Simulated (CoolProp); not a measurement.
Properties of ammonia along the isotherm -13.15 °C (Tc = 132.4 °C, pc = 11.36 MPa, ω = 0.256).

Computed with CoolProp (reference Helmholtz-energy equation of state, Gao 2020).

```
p (MPa)   phase        Z  viscosity (µPa s)
-------  ------  -------  -----------------
1.55     liquid  0.01859                199
3.1      liquid        ?                  ?
4.65     liquid  0.05561                202
6.2      liquid  0.07404                203
7.75     liquid  0.09242                205
9.3      liquid   0.1108                206
10.8     liquid        ?                208
12.4     liquid   0.1473                  ?
13.9     liquid        ?                  ?
15.5     liquid   0.1836                  ?
17       liquid   0.2011                214
```

### Question
Complete the blanks.

### Answer

- 3.1, Z: 0.03712
- 3.1, viscosity (µPa s): 200
- 10.8, Z: 0.1285
- 12.4, viscosity (µPa s): 209
- 13.9, Z: 0.1649
- 13.9, viscosity (µPa s): 211
- 15.5, viscosity (µPa s): 212

Viscosity comes from a separate model (Fenghour 1995).
